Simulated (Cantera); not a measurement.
A closed system holds: 1 mol SiCl₄, 0.01 mol Cl₂, 6.3 mol N₂, held at 1 atm.

Method: chemical equilibrium by Gibbs-energy minimisation in Cantera with the NASA 1993 tables (ideal gas, pure condensed phases). Candidate condensed phases: Si, Si₃N₄; 13 gas species. Kinetics and transport are ignored.

At 977 °C, list the 4 most abundant gas species with their mole fractions, and the condensed phases.

N₂ 0.862, SiCl₄ 0.137, Cl₂ 0.00123, Cl 0.000272. Condensed: gas only.
